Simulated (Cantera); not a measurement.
An adiabatic, constant-pressure homogeneous reactor starts with CO : H2 : O2 : N2 : CO2 = 1 : 0.058 : 0.378 : 1.42 : 0.3 (molar parts), equivalence ratio 1.4, at 1350 K and 6000 Torr. Integrator tolerance rtol = 1e-08.

Detailed kinetics in Cantera: GRI-Mech 3.0 (53 species, 325 reactions). The hydrogen kinetics of GRI-Mech 3.0 are dated; newer H2 mechanisms differ, most at raised pressure.

```tsv
quantity	before	after
time of steepest temperature rise	12.3 µs	67.8 µs
temperature at 8.00 s	2775 K	2639 K
equilibrium temperature	2775 K	2639 K
x(CO) at 8.00 s	0.140 (gas-phase equilibrium 0.140)	0.157 (gas-phase equilibrium 0.157)
x(H2) at 8.00 s	0.00109 (gas-phase equilibrium 0.00109)	0.00127 (gas-phase equilibrium 0.00127)
x(O2) at 8.00 s	0.0122 (gas-phase equilibrium 0.0122)	0.0199 (gas-phase equilibrium 0.0199)
x(O) at 8.00 s	0.00193 (gas-phase equilibrium 0.00193)	0.00395 (gas-phase equilibrium 0.00395)
x(H2O2) at 8.00 s	6.39e-8 (gas-phase equilibrium 6.39e-8)	2.08e-8 (gas-phase equilibrium 2.08e-8)
```

**Question.** Which change was made?
A) O2 0.378 to 0.22 parts
B) pressure from 6000 Torr to 750 Torr
C) initial temperature 1350 to 1150 K
D) constant volume in place of constant pressure

**Answer.** B, pressure from 6000 Torr to 750 Torr
